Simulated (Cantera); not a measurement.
Feed: 1 mol Si, 4.4 mol HBr, 23 mol N2, held at 625 °C and 13.3 mbar.

Method: chemical equilibrium by Gibbs-energy minimisation in Cantera with the NASA 1993 tables (ideal gas, pure condensed phases). Candidate condensed phases: Br2, Si, Si3N4; 28 gas species. N2 is the only nitrogen source here; it is nearly inert below about 1500 K, so the nitride shown seldom forms there in practice. Kinetics and transport are ignored.

Base state: N2 0.843, HBr 0.132, H2 0.0164, SiBr4 0.00822 (mole fractions); condensed: Si3N4(s).

### Question
What changes in the equilibrium state with this change: HBr from 4.4 to 1.2 mol?

### Answer
```csv
species,before,after
N2,0.843,0.951
HBr,0.132,0.0437
H2,0.0164,0.00366
SiBr4,0.00822,0.00183
"Si3N4(s), mol",0.260,0.319
```
